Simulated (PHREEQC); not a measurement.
Solution A (0.0038 mol KH2PO4 and 0.033 mol HF per kg of water) is mixed with solution B (0.056 mol/kgw HCl) at 40 °C; shares are by mass of water, 1 kg in all. Oxygen is held at 0.21 atm. No CO2 enters from the air. The run lets Sylvite precipitate or redissolve, and no other solid.

All values are PHREEQC results (ion-association model, phreeqc.dat), not measurements.

| share of solution B | pH | HF (mol/kgw) | H2PO4- (mol/kgw) | H3PO4 (mol/kgw) | F- (mol/kgw) |
|---|---|---|---|---|---|
| 0 | 2.47 | 0.0275 | 0.00247 | 0.00133 | 0.00450 |
| 0.1 | 2.22 | 0.0267 | 0.00175 | 0.00167 | 0.00247 |
| 0.2 | 2.01 | 0.0247 | 0.00120 | 0.00184 | 0.00144 |
| 0.3 | 1.85 | 0.0220 | 0.000841 | 0.00182 | 0.000906 |
| 0.4 | 1.73 | 0.0191 | 0.000596 | 0.00168 | 0.000603 |
| 0.5 | 1.63 | 0.0160 | 0.000423 | 0.00148 | 0.000411 |
| 0.6 | 1.55 | 0.0129 | 0.000296 | 0.00122 | 0.000279 |
| 0.7 | 1.48 | 0.00970 | 0.000197 | 0.000943 | 0.000182 |
| 0.8 | 1.42 | 0.00649 | 0.000118 | 0.000642 | 0.000107 |
| 0.9 | 1.37 | 0.00325 | 5.38e-5 | 0.000326 | 4.83e-5 |
| 1 | 1.32 | 0 | 0 | 0 | 0 |

Species that the database lacks are ignored. Constants without temperature data keep their 25 °C values here.
